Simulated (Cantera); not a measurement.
A jet of 1.42 % CH₄, 18.3 % O₂, 80.3 % N₂, equivalence ratio 0.16 at 300 K and 27.0 Torr hits a platinum plate 4.5 cm away at a mass flux of 0.16 kg/m²/s; the plate temperature is set and raised in steps from an oxygen-covered start.

Detailed kinetics in Cantera: Deutschmann's 1995 Pt surface mechanism with GRI-Mech 3.0 gas chemistry. Catalytic surfaces can have several steady states; this one follows from the mechanism file's or the stated starting coverage.

One state of this run: wall x CH₄ = 0.0112; wall x O₂ = 0.176; wall x H₂O = 0.00566; wall x OH = 6.34e-8; wall x CO = 6.11e-6; wall x CO₂ = 0.00369; θ free Pt = 0.289; θ O* = 0.711. x: mole fraction at the wall; θ: surface coverage.

Task: Which value of plate T (K) does it belong to?
(A) 1150
(B) 1100
(C) 950
(D) 900

Result: C, 950
